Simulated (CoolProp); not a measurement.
Vapour-liquid equilibrium of neopentane (1) + n-pentane (2) at 5.85 bar; x and y are mole fractions of (1).

The numbers come from the multi-fluid Helmholtz-energy mixture model, Lemmon 2006 and Thol 2019; pair parameters Bell 2016 in CoolProp.

### Question
Give the bubble temperature and the first vapour's composition at x = 0.2, 0.65, 0.95. Is there an azeotrope?

### Answer
x = 0.2: 365.3 K, y = 0.303; x = 0.65: 351.6 K, y = 0.767; x = 0.95: 344.2 K, y = 0.971. No azeotrope shows between x = 0.05 and 0.95.

Pair parameters are fitted to limited data, so mixtures are less certain than the pure fluids.
